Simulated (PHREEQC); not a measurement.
Make-up at 50 °C: 2.7 mmol/kgw FeCl3, 0.13 mmol/kgw NiCl2, 80 mmol/kgw H2SO4 and 0.47 mmol/kgw Na2SO4. Closed to the air; pH follows from the charge balance.

The numbers come from PHREEQC with the ion-association model, wateq4f.dat.

Precipitation was switched off in this run.

Task: Order these S species by the share of S that they hold, largest first: HSO4-, SO4-2, FeSO4+, Fe(SO4)2-, FeHSO4+2.

Result: HSO4- (83 %), SO4-2 (14 %), FeSO4+ (2.0 %), FeHSO4+2 (0.98 %), Fe(SO4)2- (0.37 %)

The pH is 1.12 and the ionic strength 0.110 mol/kgw. Examples of supersaturated solids here: Hematite (slow to form), Goethite (slow to form). Others may be too. Species that the database lacks are ignored. Away from 25 °C the constants follow the database's enthalpies or fits; those with neither stay at their 25 °C values.
